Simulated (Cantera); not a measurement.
Feed: 1 mol C₂H₆, 0.025 mol CO₂, 2.5 mol N₂, at 2.10 bar.

These are equilibrium values from Cantera (NASA tables, ideal gas, pure condensed phases), not measurements of a reactor. Candidate condensed phases: C, C₆H₆, C₇H₈, C₈H₁₈, H₂O; 136 gas species. Kinetics and transport are ignored.

### Question
At 1775 K, list the 5 most abundant gas species with their mole fractions, and the condensed phases.

### Answer
H₂ 0.538, N₂ 0.449, CO 0.00901, HCN 0.00267, CH₄ 0.000509. Condensed: C(graphite).
